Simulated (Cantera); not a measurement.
Input (Python, Cantera):

```python
import numpy as np
import cantera as ct

gas = ct.Solution("h2o2.yaml")
gas.TPX = 425, 52000, {'H2': 1, 'O2': 0.179, 'N2': 0.857}
flame = ct.FreeFlame(gas, width=0.063)
flame.set_refine_criteria(ratio=3, slope=0.08, curve=0.16)
flame.transport_model = "mixture-averaged"
flame.solve(loglevel=0, auto=True)
z, T = flame.grid, flame.T
thick = (T[-1] - T[0]) / np.gradient(T, z).max()
show = ['H2', 'O2', 'O', 'H2O', 'H', 'HO2']
print(f"laminar burning velocity  {flame.velocity[0] * 100:.3f} cm/s")
print(f"burnt temperature         {T[-1]:.1f} K")
print(f"thermal thickness         {thick * 1e3:.4f} mm")
print(f"grid points               {len(z)}")
z0 = z[flame.heat_release_rate.argmax()]
print(f"{'z/mm':>9s}{'T/K':>9s}{'u/(m/s)':>9s}" + "".join(f"{s:>11s}" for s in show))
rows = []
for k in (-3, -2, -1.5, -1, -0.5, -0.25, 0, 0.25, 0.5, 1, 2, 4, 8):
    zz = z0 + k * thick
    rows.append([k * thick, np.interp(zz, z, T), np.interp(zz, z, flame.velocity),
                 *(np.interp(zz, z, flame.X[gas.species_index(s)]) for s in show)])
    print(f"{rows[-1][0] * 1e3:9.3f}{rows[-1][1]:9.1f}{rows[-1][2]:9.3f}" + "".join(f"{x:11.3e}" for x in rows[-1][3:]))
```

Output:

```
laminar burning velocity  344.610 cm/s
burnt temperature         1785.5 K
thermal thickness         1.0222 mm
grid points               129
     z/mm      T/K  u/(m/s)         H2         O2          O        H2O          H        HO2
   -3.067    425.0    3.446  4.912e-01  8.792e-02  2.320e-14  1.569e-12  3.766e-16  5.108e-13
   -2.044    425.0    3.446  4.912e-01  8.792e-02  2.457e-12  1.449e-10  4.235e-14  5.722e-11
   -1.533    425.0    3.446  4.912e-01  8.792e-02  6.384e-11  4.064e-09  1.750e-12  1.949e-09
   -1.022    425.2    3.447  4.911e-01  8.793e-02  5.740e-09  4.958e-07  2.411e-09  3.182e-07
   -0.511    464.6    3.737  4.855e-01  8.793e-02  9.365e-06  1.576e-03  1.444e-04  1.861e-04
   -0.256    707.7    5.559  4.559e-01  8.059e-02  1.345e-04  2.259e-02  5.721e-03  9.241e-05
    0.000   1037.3    7.967  3.913e-01  5.545e-02  9.746e-04  7.882e-02  2.933e-02  3.575e-05
    0.256   1259.4    9.627  3.288e-01  1.834e-02  1.102e-03  1.505e-01  5.440e-02  1.071e-05
    0.511   1357.1   10.353  3.091e-01  3.663e-03  3.876e-04  1.791e-01  5.975e-02  2.039e-06
    1.022   1441.2   10.944  3.097e-01  1.887e-04  1.246e-04  1.867e-01  5.313e-02  9.759e-08
    2.044   1523.4   11.502  3.170e-01  2.593e-05  8.750e-05  1.881e-01  4.202e-02  1.440e-08
    4.089   1603.4   12.035  3.247e-01  1.468e-05  5.502e-05  1.893e-01  3.055e-02  8.598e-09
    8.178   1670.6   12.475  3.313e-01  7.430e-06  2.839e-05  1.905e-01  2.057e-02  4.756e-09
```

Detailed kinetics in Cantera: the H2/O2 subset of GRI-Mech 3.0, which has no nitrogen chemistry. Burning velocities carry a grid error of a few per cent, more on coarse grids.
